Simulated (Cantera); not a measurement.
An isothermal, constant-pressure homogeneous reactor starts with 28.6 % NO, 71.4 % N₂, at 1600 K and 0.0530 bar.

Model: GRI-Mech 3.0 (53 species, 325 reactions), integrated in Cantera.

x: mole fraction; the columns are a selection and need not sum to one.

```json
[
 {"t (s)": "6.00e-5", "x NO": "0.286", "x NO₂": "3.50e-11", "x N₂O": "8.00e-9", "x O₂": "<1e-12", "x O": "[?]"},
 {"t (s)": "0.000191", "x NO": "0.286", "x NO₂": "3.50e-10", "x N₂O": "2.54e-8", "x O₂": "4.94e-12", "x O": "[?]"},
 {"t (s)": "0.000605", "x NO": "0.286", "x NO₂": "3.46e-9", "x N₂O": "8.05e-8", "x O₂": "4.90e-11", "x O": "[?]"},
 {"t (s)": "0.00192", "x NO": "0.286", "x NO₂": "3.26e-8", "x N₂O": "2.55e-7", "x O₂": "4.71e-10", "x O": "[?]"},
 {"t (s)": "0.00610", "x NO": "0.286", "x NO₂": "2.69e-7", "x N₂O": "8.01e-7", "x O₂": "4.39e-9", "x O": "[?]"},
 {"t (s)": "0.0194", "x NO": "0.286", "x NO₂": "1.65e-6", "x N₂O": "2.47e-6", "x O₂": "4.50e-8", "x O": "[?]"},
 {"t (s)": "0.0615", "x NO": "0.286", "x NO₂": "6.72e-6", "x N₂O": "7.12e-6", "x O₂": "5.88e-7", "x O": "[?]"},
 {"t (s)": "0.195", "x NO": "0.286", "x NO₂": "1.74e-5", "x N₂O": "1.70e-5", "x O₂": "8.17e-6", "x O": "[?]"},
 {"t (s)": "0.620", "x NO": "0.286", "x NO₂": "2.28e-5", "x N₂O": "2.67e-5", "x O₂": "5.94e-5", "x O": "3.39e-6"},
 {"t (s)": "1.97", "x NO": "0.285", "x NO₂": "2.42e-5", "x N₂O": "2.80e-5", "x O₂": "0.000246", "x O": "3.57e-6"},
 {"t (s)": "6.25", "x NO": "0.284", "x NO₂": "2.73e-5", "x N₂O": "2.78e-5", "x O₂": "0.000839", "x O": "[?]"},
 {"t (s)": "19.8", "x NO": "0.280", "x NO₂": "3.54e-5", "x N₂O": "2.69e-5", "x O₂": "0.00271", "x O": "[?]"},
 {"t (s)": "63.0", "x NO": "0.269", "x NO₂": "5.19e-5", "x N₂O": "2.44e-5", "x O₂": "0.00846", "x O": "[?]"},
 {"t (s)": "200", "x NO": "0.236", "x NO₂": "7.47e-5", "x N₂O": "1.85e-5", "x O₂": "0.0247", "x O": "[?]"}
]
```

Q: What belongs in the gaps?

A: 
- 6.00e-5, x O: 7.96e-9
- 0.000191, x O: 2.51e-8
- 0.000605, x O: 7.73e-8
- 0.00192, x O: 2.25e-7
- 0.00610, x O: 5.54e-7
- 0.0194, x O: 1.01e-6
- 0.0615, x O: 1.66e-6
- 0.195, x O: 2.78e-6
- 6.25, x O: 3.92e-6
- 19.8, x O: 4.84e-6
- 63.0, x O: 6.90e-6
- 200, x O: 1.07e-5
